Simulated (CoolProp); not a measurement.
The numbers come from the reference Helmholtz-energy equation of state, Lemmon 2006 in CoolProp. It is a short technical equation, of lower accuracy than the large ones.

Problem. For nitrous oxide, give the phase and the cp (kJ/(kg K)), Joule-Thomson coefficient (K/MPa) at 313.2 K and 0.543 MPa; 313.2 K and 22 MPa.

Solution. 
- 313.2 K and 0.543 MPa: gas; cp 0.923, Joule-Thomson coefficient 9.78
- 313.2 K and 22 MPa: supercritical; cp 2.00, Joule-Thomson coefficient 0.316
